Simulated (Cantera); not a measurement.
Input (Python, Cantera):

```python
import numpy as np
import cantera as ct

gas = ct.Solution("gri30.yaml")
gas.TPX = 675, 510000, {'H2': 1, 'O2': 1.16, 'N2': 4.37}
inlet = ct.Reservoir(gas, clone=True)
gas.equilibrate("HP")  # start burning
reactor = ct.IdealGasConstPressureReactor(gas, energy="on", clone=False)
exhaust = ct.Reservoir(gas, clone=True)
tau = [0.25, 0.099, 0.039, 0.015, 0.006, 0.0023, 0.00092, 0.00036, 0.00014, 5.6e-05][0]
for a, b in ((inlet, reactor), (reactor, exhaust)):
    ct.MassFlowController(a, b, mdot=lambda t: reactor.mass / tau)
net = ct.ReactorNet([reactor])
show = ['H2', 'O2', 'N2O', 'H2O2', 'HO2', 'NO2']

rows = []
print(f"{'tau/s':>10s}{'T/K':>9s}" + "".join(f"{s:>11s}" for s in show))
for tau in [0.25, 0.099, 0.039, 0.015, 0.006, 0.0023, 0.00092, 0.00036, 0.00014, 5.6e-05]:
    net.initial_time = 0.0
    net.advance(30 * tau)
    before = gas.X
    net.advance(40 * tau)
    drift = np.max(np.abs(gas.X - before) / (gas.X + 1e-9))
    rows.append([gas.T, *gas[show].X, drift])
    print(f"{tau:10.3e}{gas.T:9.1f}" + "".join(f"{x:11.3e}" for x in gas[show].X))
```

It prints:

```
     tau/s      T/K         H2         O2        N2O       H2O2        HO2        NO2
 2.500e-01   1815.5  2.266e-05  1.093e-01  4.412e-07  1.296e-07  1.633e-06  1.636e-07
 9.900e-02   1815.2  3.418e-05  1.093e-01  5.322e-07  1.462e-07  1.853e-06  9.202e-08
 3.900e-02   1814.5  5.827e-05  1.092e-01  7.245e-07  1.810e-07  2.369e-06  6.692e-08
 1.500e-02   1813.0  1.068e-04  1.092e-01  1.087e-06  2.474e-07  3.527e-06  6.256e-08
 6.000e-03   1810.8  1.942e-04  1.091e-01  1.601e-06  3.520e-07  5.755e-06  6.668e-08
 2.300e-03   1806.9  3.648e-04  1.090e-01  2.166e-06  5.180e-07  1.018e-05  6.903e-08
 9.200e-04   1800.9  6.662e-04  1.089e-01  2.450e-06  7.474e-07  1.786e-05  6.205e-08
 3.600e-04   1790.5  1.231e-03  1.087e-01  2.342e-06  1.078e-06  3.152e-05  4.863e-08
 1.400e-04   1772.7  2.276e-03  1.086e-01  1.965e-06  1.550e-06  5.444e-05  3.716e-08
 5.600e-05   1743.3  4.131e-03  1.087e-01  1.523e-06  2.230e-06  8.889e-05  3.095e-08
```

Computed with Cantera and GRI-Mech 3.0 (53 species, 325 reactions). The hydrogen kinetics of GRI-Mech 3.0 are dated; newer H2 mechanisms differ, most at raised pressure.
